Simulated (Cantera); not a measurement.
Input: 1 mol SiCl₄, 0.62 mol N₂O, 2.1 mol H₂, equilibrated at 285 Torr.

Equilibrium computed with Cantera from the NASA thermochemical tables; the gas is ideal and each condensed phase is pure. Candidate condensed phases: H₂O, NH₄Cl, Si, SiO₂, Si₂N₂O, Si₃N₄; 47 gas species. Mutual solubility and eutectic melting of coexisting phases are not modelled. The tables' values for SiCl₃ are old estimates; treat these amounts as uncertain. The tables hold silica as quartz up to 1696 K and as liquid above; real silica turns to tridymite and cristobalite and melts near 1996 K. Kinetics and transport are ignored.

Q: At 1225 K, list the 5 most abundant gas species with their mole fractions, and the condensed phases.

A: HCl 0.758, H₂ 0.122, N₂ 0.0710, SiCl₄ 0.0488, SiHCl₃ 0.000246. Condensed: SiO₂(β-quartz) + Si₂N₂O(s).
